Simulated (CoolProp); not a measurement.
The fluid at 298.15 K and 0.252 MPa flows at 0.13 m/s in a round tube of 4.6 mm bore and 0.25 µm roughness, fully developed (64/Re and Nu = 3.66 if laminar; Colebrook and Gnielinski if turbulent). The same conditions are run with several fluids, on thermodynamics alone (safety and materials aside).

Computed with CoolProp (reference Helmholtz-energy equation of state of each fluid (toluene: Lemmon 2006; R245fa: Akasaka 2015; o-xylene: Zhou 2012; benzene: Thol 2012; ethanol: Schroeder 2014)).

Rank toluene, R245fa, o-xylene, benzene, ethanol by Reynolds number, highest first.

R245fa (2020), toluene (933), benzene (867), o-xylene (691), ethanol (433)

```
fluid     Darcy friction factor  pressure drop (Pa/m)  heat-transfer coefficient (W/(m² K))  mass flow (kg/h)
--------  ---------------------  --------------------  ------------------------------------  ----------------
toluene                  0.0686                   109                                   104              6.71
R245fa                   0.0316                  77.7                                  73.2              10.4
o-xylene                 0.0926                   149                                   104              6.81
benzene                  0.0739                   119                                   112              6.79
ethanol                   0.148                   213                                   130              6.11
```

Transport values come from each fluid's own correlations; those of R245fa are estimates that may be off by 10 % or more.
